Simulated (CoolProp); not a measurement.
Sulfur hexafluoride at 252.08 K and 0.108 MPa flows at 0.12 m/s in a round tube of 12.7 mm bore and 0.25 µm roughness, fully developed (64/Re and Nu = 3.66 if laminar; Colebrook and Gnielinski if turbulent). Each further row changes one setting.

Values from CoolProp's reference Helmholtz-energy equation of state, Guder 2009.

```json
[
 {"case": "as stated", "Reynolds number": "895", "Darcy friction factor": "0.0715", "pressure drop (Pa/m)": "?", "heat-transfer coefficient (W/(m² K))": "2.77", "mass flow (kg/h)": "?"},
 {"case": "velocity 0.24 m/s", "Reynolds number": "1790", "Darcy friction factor": "0.0358", "pressure drop (Pa/m)": "?", "heat-transfer coefficient (W/(m² K))": "2.77", "mass flow (kg/h)": "0.841"},
 {"case": "diameter 25.4 mm", "Reynolds number": "1790", "Darcy friction factor": "0.0358", "pressure drop (Pa/m)": "?", "heat-transfer coefficient (W/(m² K))": "?", "mass flow (kg/h)": "1.68"}
]
```

Task: What belongs in the gaps?

Result: 
- as stated, pressure drop (Pa/m): 0.312
- as stated, mass flow (kg/h): 0.421
- velocity 0.24 m/s, pressure drop (Pa/m): 0.623
- diameter 25.4 mm, pressure drop (Pa/m): 0.0779
- diameter 25.4 mm, heat-transfer coefficient (W/(m² K)): 1.38

Viscosity comes from a separate model (Quiñones-Cisneros 2012). Thermal conductivity comes from a separate model (Assael 2012).
